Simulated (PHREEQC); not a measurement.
A column of 0.1 m (30 cells, dispersivity 0.005 m, 60 s a shift, diffusion coefficient 3e-10 m²/s) holds 0.0089 eq of the database's cation exchanger X per kg of pore water, first in equilibrium with 0.018 mol NaCl and 1e-05 mol HCl per kg of water. It is flushed with 0.00045 mol (NH4)2SO4, 0.0042 mol KCl and 1e-05 mol HCl per kg of water, at 15 °C. Values are for the last cell. CO2 from the air is kept out. No solid was allowed to form.

Model: ion-association model, phreeqc.dat, run in PHREEQC.

Question: Predict K in solution (mol/kgw), NH4 in solution (mol/kgw) at pore volumes = 2.417, 3.017.

Answer: 
```json
[
 {"pore volumes": "2.417", "K in solution (mol/kgw)": "0.000180", "NH4 in solution (mol/kgw)": "0.000136"},
 {"pore volumes": "3.017", "K in solution (mol/kgw)": "0.00338", "NH4 in solution (mol/kgw)": "0.00102"}
]
```

Species that the database lacks are ignored.
